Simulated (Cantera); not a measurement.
An adiabatic, constant-pressure homogeneous reactor starts with CH4 : O2 : N2 : H2O = 1 : 1.43 : 15.7 : 0.59 (molar parts), equivalence ratio 1.4, at 1125 K and 1.00 atm.

Model: GRI-Mech 3.0 (53 species, 325 reactions), integrated in Cantera.

### Question
Predict: time of steepest temperature rise; temperature at 3.00 s; equilibrium temperature; x(O2) at 3.00 s; x(H2O) at 3.00 s; x(CO) at 3.00 s.

### Answer
| Quantity | Value |
|---|---|
| time of steepest temperature rise | 0.526 s |
| temperature at 3.00 s | 1836 K |
| equilibrium temperature | 1837 K |
| x(O2) at 3.00 s | 6.30e-8 (gas-phase equilibrium 6.30e-8) |
| x(H2O) at 3.00 s | 0.103 (gas-phase equilibrium 0.103) |
| x(CO) at 3.00 s | 0.0281 (gas-phase equilibrium 0.0281) |
